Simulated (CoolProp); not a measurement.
Vapour-liquid equilibrium of R134a (1) + R236FA (2) at 771 kPa; x and y are mole fractions of (1).

Model: multi-fluid Helmholtz-energy mixture model, Tillner-Roth 1994 and Pan 2012; pair parameters Bell 2016, in CoolProp.

Q: Give the bubble temperature and the first vapour's composition at x = 0.05, 0.2, 0.65. Is there an azeotrope?

A: x = 0.05: 331.6 K, y = 0.087; x = 0.2: 326.0 K, y = 0.317; x = 0.65: 311.9 K, y = 0.786. No azeotrope shows between x = 0.05 and 0.95.

Pair parameters are fitted to limited data, so mixtures are less certain than the pure fluids.
